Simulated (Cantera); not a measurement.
A closed system holds: 1 mol C2H2, 0.51 mol H2, equilibrated at 1100 K and 6.50 bar.

Equilibrium computed with Cantera from the NASA thermochemical tables; the gas is ideal and each condensed phase is pure. Candidate condensed phases: C, C6H6, C7H8, C8H18; 76 gas species. Kinetics and transport are ignored.

Task: What is the equilibrium state?

Result: 
| Quantity | Result |
|---|---|
| x(H2) | 0.837 |
| x(CH4) | 0.163 |
| x(C2H6) | 1.25e-5 |
| x(C2H4) | 4.07e-6 |
| n(C(graphite)) | 1.79 mol |
| gas amount | 1.298 mol |
